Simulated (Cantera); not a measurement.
An isothermal, constant-pressure homogeneous reactor starts with 28.5 % CH4, 71.1 % H2O, 0.398 % N2, at 2075 K and 825 Torr.

Computed with Cantera and GRI-Mech 3.0 (53 species, 325 reactions).

x: mole fraction; the columns are a selection and need not sum to one.

```
t (s)        x CH4  x H2O     x CH3      x OH    x C2H2     x O2   x H2
--------  --------  -----  --------  --------  --------  -------  -----
0.000300    0.0274  0.521   0.00231  0.000258    0.0805  2.18e-7  0.334
0.000625    0.0173  0.478   0.00147  0.000237    0.0722  1.84e-7  0.376
0.00130     0.0136  0.423   0.00109  0.000199    0.0553  1.36e-7  0.421
0.00271     0.0107  0.363  0.000795  0.000158    0.0348  9.52e-8  0.470
0.00565        [?]    [?]       [?]       [?]       [?]      [?]  0.514
0.0118     0.00318  0.271  0.000213  0.000106   0.00399  5.29e-8  0.545
0.0245    0.000484  0.257   3.18e-5   9.91e-5  0.000201  4.72e-8  0.557
0.0510         [?]  0.256       [?]   9.99e-5       [?]  4.81e-8  0.558
0.106      3.49e-9  0.256  2.33e-10   9.99e-5    <1e-12  4.81e-8  0.558
0.221      3.49e-9  0.256  2.33e-10   9.99e-5    <1e-12  4.81e-8  0.558
0.461      3.49e-9  0.256  2.33e-10   9.99e-5    <1e-12  4.81e-8  0.558
0.960      3.49e-9  0.256  2.33e-10   9.99e-5    <1e-12  4.81e-8  0.558
2.00       3.49e-9  0.256  2.33e-10   9.99e-5    <1e-12  4.81e-8  0.558
```

**Question.** Complete the blanks.

**Answer.** 
- 0.00565, x CH4: 0.00702
- 0.00565, x H2O: 0.308
- 0.00565, x CH3: 0.000492
- 0.00565, x OH: 0.000126
- 0.00565, x C2H2: 0.0161
- 0.00565, x O2: 6.80e-8
- 0.0510, x CH4: 1.79e-6
- 0.0510, x CH3: 1.19e-7
- 0.0510, x C2H2: 1.17e-7
